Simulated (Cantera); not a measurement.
Cantera run, input and output.

```python
import numpy as np
import cantera as ct

gas = ct.Solution("gri30.yaml")
gas.TPX = 700, 1000000, {'CH4': 1, 'H2': 0.26, 'O2': 2.32, 'N2': 8.71, 'CO2': 0.046}
inlet = ct.Reservoir(gas, clone=True)
gas.equilibrate("HP")  # start burning
reactor = ct.IdealGasConstPressureReactor(gas, energy="on", clone=False)
exhaust = ct.Reservoir(gas, clone=True)
tau = [0.041, 0.017, 0.0068, 0.0028, 0.0011, 0.00046, 0.00019, 7.7e-05, 3.1e-05, 1.3e-05, 5.2e-06][0]
for a, b in ((inlet, reactor), (reactor, exhaust)):
    ct.MassFlowController(a, b, mdot=lambda t: reactor.mass / tau)
net = ct.ReactorNet([reactor])
show = ['CH4', 'H2', 'O2', 'H2O', 'C2H4', 'CH3', 'CH2']

rows = []
print(f"{'tau/s':>10s}{'T/K':>9s}" + "".join(f"{s:>11s}" for s in show))
for tau in [0.041, 0.017, 0.0068, 0.0028, 0.0011, 0.00046, 0.00019, 7.7e-05, 3.1e-05, 1.3e-05, 5.2e-06]:
    net.initial_time = 0.0
    net.advance(30 * tau)
    before = gas.X
    net.advance(40 * tau)
    drift = np.max(np.abs(gas.X - before) / (gas.X + 1e-9))
    rows.append([gas.T, *gas[show].X, drift])
    print(f"{tau:10.3e}{gas.T:9.1f}" + "".join(f"{x:11.3e}" for x in gas[show].X))
```

It prints:

```
     tau/s      T/K        CH4         H2         O2        H2O       C2H4        CH3        CH2
 4.100e-02   2432.8  6.384e-07  1.979e-03  1.563e-02  1.798e-01  7.637e-12  3.622e-07  2.622e-08
 1.700e-02   2433.4  1.508e-06  2.000e-03  1.604e-02  1.797e-01  4.238e-11  8.571e-07  6.271e-08
 6.800e-03   2433.3  3.642e-06  2.060e-03  1.665e-02  1.795e-01  2.437e-10  2.071e-06  1.540e-07
 2.800e-03   2430.2  8.398e-06  2.204e-03  1.738e-02  1.792e-01  1.258e-09  4.762e-06  3.617e-07
 1.100e-03   2420.2  1.958e-05  2.545e-03  1.833e-02  1.785e-01  6.390e-09  1.097e-05  8.572e-07
 4.600e-04   2400.5  4.111e-05  3.162e-03  1.962e-02  1.772e-01  2.491e-08  2.245e-05  1.813e-06
 1.900e-04   2366.6  8.334e-05  4.197e-03  2.158e-02  1.751e-01  8.325e-08  4.346e-05  3.615e-06
 7.700e-05   2315.0  1.693e-04  5.728e-03  2.450e-02  1.719e-01  2.554e-07  8.203e-05  6.837e-06
 3.100e-05   2243.3  3.621e-04  7.735e-03  2.878e-02  1.677e-01  8.160e-07  1.580e-04  1.248e-05
 1.300e-05   2148.0  8.757e-04  1.014e-02  3.556e-02  1.626e-01  3.341e-06  3.302e-04  2.263e-05
 5.200e-06    700.0  8.106e-02  2.108e-02  1.881e-01  7.794e-16  3.833e-18  2.673e-15  2.510e-33
```

Computed with Cantera and GRI-Mech 3.0 (53 species, 325 reactions).
